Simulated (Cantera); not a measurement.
Feed: 1 mol TiCl4, 0.19 mol H2O, held at 1923.15 K and 1.00 bar.

Cantera equilibrium calculation (NASA polynomials, part measured and part estimated; ideal gas, pure solids and liquids). Candidate condensed phases: H2O, Ti, TiCl2, TiCl3, TiCl4, TiO, TiO2, Ti2O3, Ti3O5, Ti4O7; 23 gas species. The tables' values for TiCl2 are old estimates; treat these amounts as uncertain. Rates play no part.

Base state: TiCl4 0.637, HCl 0.284, TiCl3 0.0398, Cl 0.0327, Cl2 0.00361, TiOCl2 0.00209, H2O 0.000124, H2 3.82e-5 (mole fractions); condensed: TiO2(rutile).

Task: What changes in the equilibrium state with this change: H2O from 0.19 to 4.6 mol?

Result: 
```csv
species,before,after
HCl,0.284,0.597
H2O,0.000124,0.391
Cl,0.0327,0.00660
TiCl4,0.637,1.25e-6
TiCl3,0.0398,3.85e-7
TiOCl2,0.00209,2.92e-6
TiCl2,1.89e-5,<1e-9
O2,2.64e-7,0.000224
OH,1.63e-6,0.000495
H2,3.82e-5,0.00412
"TiO2(rutile), mol",0.0935,1.000
```
Gases not in the tables: TiO(OH)2.
